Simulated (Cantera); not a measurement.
**Thermodynamics of boron, boron nitride and boron oxide, feed borazine + H2O**

Input: 1 mol borazine, 0.058 mol H2O, held at 1827 °C.

Cantera equilibrium calculation (NASA polynomials, part measured and part estimated; ideal gas, pure solids and liquids). Candidate condensed phases: B, BN, B2O3, B3O3H3, H2O; 39 gas species. The feed counts by its element totals alone. Mutual solubility and eutectic melting of coexisting phases are not modelled. The tables' values for BH2 are old estimates; treat these amounts as uncertain. Gases not in the tables: B2H6 and higher boranes. Kinetics and transport are ignored.

From 0.000100 bar to 0.00100 bar the condensed part is B(s). From 0.00320 bar to 0.0320 bar the condensed part is B(s) + BN(s). From 0.100 bar to 1.00 bar the condensed part is BN(s). The main B-bearing gas is BO at 0.000100 bar and HBO at 1.00 bar. The share of B in condensed phases is highest at 1.00 bar (98.1 %) and lowest at 0.000100 bar (96.8 %).

```
P (Pa)   x H2     x N2      x H    x HBO      x BO       x B     x BH2  n B(s)  n BN(s)
------  -----  -------  -------  -------  --------  --------  --------  ------  -------
10      0.478    0.288    0.215  0.00157   0.00937   0.00650  0.000387    2.90        0
32      0.553    0.304    0.129  0.00281   0.00871   0.00203  0.000447    2.93        0
100     0.598    0.313   0.0762  0.00440   0.00742  0.000650  0.000483    2.94        0
320     0.783    0.152   0.0487  0.00815   0.00672  0.000203  0.000633    1.09     1.85
1000    0.904   0.0487   0.0296   0.0117   0.00506   6.50e-5  0.000730   0.261     2.68
3200    0.949   0.0152   0.0170   0.0140   0.00330   2.03e-5  0.000767  0.0358     2.90
10000   0.962  0.00953  0.00967   0.0152   0.00203   4.65e-6  0.000556       0     2.94
32000   0.967  0.00939  0.00542   0.0159   0.00118   8.18e-7  0.000315       0     2.94
100000  0.970  0.00921  0.00307   0.0160  0.000670   1.49e-7  0.000180       0     2.94
```
x: gas mole fraction; n: condensed amount in mol.
